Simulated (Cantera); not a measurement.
A closed system holds: 1 mol Cr, 2.2 mol N2, equilibrated at 2.80e-5 bar.

These are equilibrium values from Cantera (NASA tables, ideal gas, pure condensed phases), not measurements of a reactor. Candidate condensed phases: Cr, CrN, Cr2N; 4 gas species. Rates play no part.

### Question
Which condensed phases are stable at each of these points (T (°C)): 675, 825, 975, 1125, 1275, 1425, 1575, 1725?

### Answer
```csv
T (°C),condensed phases,Cr condensed (%)
675,Cr2N(s),100.0
825,Cr(s),100.0
975,Cr(s),100.0
1125,Cr(s),99.5
1275,Cr(s),87.9
1425,gas only,0.0
1575,gas only,0.0
1725,gas only,0.0
```

At 675 °C the condensed part is Cr2N(s). From 825 °C to 1275 °C the condensed part is Cr(s). From 1425 °C to 1725 °C nothing is condensed.
